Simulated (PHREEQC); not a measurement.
0.028 g of hydrous ferric oxide (600 m²/g; 0.2 weak and 0.005 strong sites per Fe, Dzombak-Morel constants, diffuse double layer) in 1 kg of water with 0.001 mol/kgw of an inert sodium salt and 6.7e-05 mol NiCl2, at 25 °C; the pH is set by adding NaOH or the inert anion's acid. Oxygen is held at 0.21 atm. No CO2 enters from the air. Precipitation was switched off in this run.

Computed with PHREEQC (ion-association model, wateq4f.dat).

Q: Predict Ni sorbed (%) at pH = 5.67, 7.67, 9.67, 11.

A: 
```tsv
pH	Ni sorbed (%)
5.67	0.5
7.67	26.1
9.67	47.7
11	46.6
```

Along this series the solution becomes supersaturated in solids that the run did not let form, among them Ni(OH)2. The oxide is taken as insoluble; below pH 4 it would dissolve.
